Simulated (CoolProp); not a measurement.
Vapour-liquid equilibrium of cyclohexane (1) + ethylbenzene (2) at 427.7 K; x and y are mole fractions of (1).

Computed with CoolProp (multi-fluid Helmholtz-energy mixture model, Zhou 2014 and Zhou 2012; pair parameters Bell 2016).

```csv
x,"bubble pressure, mixture model (MPa)","bubble pressure, Raoult's law (MPa)","y, mixture model","y, Raoult's law"
0.05,0.1874,0.1841,0.170,0.164
0.15,0.2377,0.2284,0.403,0.397
0.25,0.2867,0.2728,0.553,0.555
0.35,0.3337,0.3171,0.658,0.668
0.45,0.3786,0.3614,0.737,0.754
0.55,0.4215,0.4057,0.799,0.820
0.65,0.4629,0.4501,0.851,0.874
0.75,0.5033,0.4944,0.897,0.918
0.85,0.5435,0.5387,0.939,0.955
0.95,0.5843,0.5830,0.980,0.986
```

The largest gap from Raoult's law is +5.2 % in bubble pressure, at x = 0.35. No azeotrope shows between x = 0.05 and 0.95.

The pair parameters rest on a limited set of measurements; away from them the model extrapolates.
